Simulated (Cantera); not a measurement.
An isothermal, constant-pressure homogeneous reactor starts with C₂H₆ : N₂ = 1 : 13 (molar parts), at 1800 K and 2000 Pa.

Model: GRI-Mech 3.0 (53 species, 325 reactions), integrated in Cantera. GRI-Mech 3.0 stops at C3 and has no aromatics, soot or wall deposition, so with more carbon than oxygen in the feed, carbon stays in small species such as C2H2 where larger ones or solid carbon would form. Radical loss at walls, strong at low pressure, is not modelled.

x: mole fraction; the columns are a selection and need not sum to one.

```json
[
 {"t (s)": "2.00e-5", "x C₂H₆": "0.0671", "x C₂H₂": "1.55e-8", "x C₂H": "<1e-12", "x C₂H₄": "4.58e-5", "x CH₄": "0.000112"},
 {"t (s)": "8.60e-5", "x C₂H₆": "0.0503", "x C₂H₂": "4.24e-5", "x C₂H": "1.36e-8", "x C₂H₄": "0.00400", "x CH₄": "0.00172"},
 {"t (s)": "0.000369", "x C₂H₆": "___", "x C₂H₂": "___", "x C₂H": "___", "x C₂H₄": "___", "x CH₄": "___"},
 {"t (s)": "0.00159", "x C₂H₆": "3.72e-5", "x C₂H₂": "0.0463", "x C₂H": "5.48e-6", "x C₂H₄": "0.00728", "x CH₄": "0.0164"},
 {"t (s)": "0.00682", "x C₂H₆": "5.87e-6", "x C₂H₂": "0.0552", "x C₂H": "2.70e-6", "x C₂H₄": "0.000779", "x CH₄": "0.0133"},
 {"t (s)": "0.0293", "x C₂H₆": "1.61e-6", "x C₂H₂": "0.0577", "x C₂H": "1.83e-6", "x C₂H₄": "0.000155", "x CH₄": "0.00982"},
 {"t (s)": "0.126", "x C₂H₆": "4.59e-7", "x C₂H₂": "0.0601", "x C₂H": "1.99e-6", "x C₂H₄": "4.31e-5", "x CH₄": "0.00501"},
 {"t (s)": "0.541", "x C₂H₆": "3.47e-8", "x C₂H₂": "0.0619", "x C₂H": "2.93e-6", "x C₂H₄": "6.28e-6", "x CH₄": "0.00103"},
 {"t (s)": "2.33", "x C₂H₆": "7.22e-10", "x C₂H₂": "0.0624", "x C₂H": "3.86e-6", "x C₂H₄": "3.66e-6", "x CH₄": "0.000122"},
 {"t (s)": "10.0", "x C₂H₆": "2.38e-11", "x C₂H₂": "0.0624", "x C₂H": "3.94e-6", "x C₂H₄": "3.61e-6", "x CH₄": "___"}
]
```

Question: Complete the blanks.

Answer: 
- 0.000369, x C₂H₆: 0.00468
- 0.000369, x C₂H₂: 0.0120
- 0.000369, x C₂H: 6.05e-6
- 0.000369, x C₂H₄: 0.0273
- 0.000369, x CH₄: 0.0142
- 10.0, x CH₄: 2.01e-5
